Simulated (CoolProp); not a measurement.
Vapour-liquid equilibrium of R113 (1) + benzene (2) at 0.173 MPa; x and y are mole fractions of (1).

The numbers come from the multi-fluid Helmholtz-energy mixture model, Marx 1992 and Thol 2012; pair parameters Bell 2016 in CoolProp.

Give the bubble temperature and the first vapour's composition at x = 0.35, 0.65, 0.75. Is there an azeotrope?

x = 0.35: 77.8 °C, y = 0.605; x = 0.65: 70.6 °C, y = 0.800; x = 0.75: 68.7 °C, y = 0.856. No azeotrope shows between x = 0.05 and 0.95.

The pair parameters rest on a limited set of measurements; away from them the model extrapolates.
